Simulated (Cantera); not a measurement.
A perfectly stirred reactor is fed with 0.826 % C2H6, 99.2 % N2, at 0.143 Torr; it is held at 1773 K, and followed from long to short residence time.

Model: GRI-Mech 3.0 (53 species, 325 reactions), integrated in Cantera. GRI-Mech 3.0 stops at C3 and has no aromatics, soot or wall deposition, so with more carbon than oxygen in the feed, carbon stays in small species such as C2H2 where larger ones or solid carbon would form. Radical loss at walls, strong at low pressure, is not modelled.

x: mole fraction; the columns are a selection and need not sum to one.

```tsv
τ (s)	x C2H6	x HCN	x H	x CH2	x C2H	x H2
20	(withheld)	0.000307	0.000472	7.18e-6	1.85e-6	0.0148
6.1	(withheld)	0.000185	0.000555	1.23e-5	2.21e-6	0.0140
1.8	(withheld)	0.000107	0.000669	2.02e-5	2.66e-6	0.0127
0.55	(withheld)	5.98e-5	0.000788	3.02e-5	3.01e-6	0.0106
0.17	(withheld)	2.94e-5	0.000850	3.99e-5	2.80e-6	0.00742
0.050	(withheld)	9.73e-6	0.000723	4.06e-5	1.36e-6	0.00350
0.015	(withheld)	1.10e-6	0.000338	2.16e-5	6.81e-8	0.000768
0.0045	(withheld)	4.52e-9	4.09e-5	2.64e-6	1.41e-11	3.51e-5
```

### Question
Complete the blanks.

### Answer

- 20, x C2H6: 7.49e-6
- 6.1, x C2H6: 2.36e-5
- 1.8, x C2H6: 7.53e-5
- 0.55, x C2H6: 0.000230
- 0.17, x C2H6: 0.000682
- 0.050, x C2H6: 0.00201
- 0.015, x C2H6: 0.00464
- 0.0045, x C2H6: 0.00690
